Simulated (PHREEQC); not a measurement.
NaCl is added in steps, without added water, to 1 kg of water holding 0.11 mol HCl and 0.0026 mol NiSO4, at 25 °C. Oxygen alone is held at its pressure in air (log pO2 = -0.68). The system is closed to CO2. Only these solids could form: Ni(OH)2, Ni4(OH)6SO4, Halite, Mirabilite, Morenosite.

Base run: PHREEQC, ion-association model, wateq4f.dat. Each further column changes one thing. The table gives pH.

```csv
NaCl added (mol),base,Davies equation for every ion,all activity coefficients set to 1
0,1.05,1.08,0.97
0.0275,1.06,1.08,0.97
0.055,1.06,1.09,0.97
0.0825,1.06,1.09,0.97
0.11,1.07,1.10,0.97
0.1375,1.07,1.10,0.97
0.165,1.07,1.10,0.97
0.1925,1.07,1.10,0.97
0.22,1.07,1.10,0.97
```
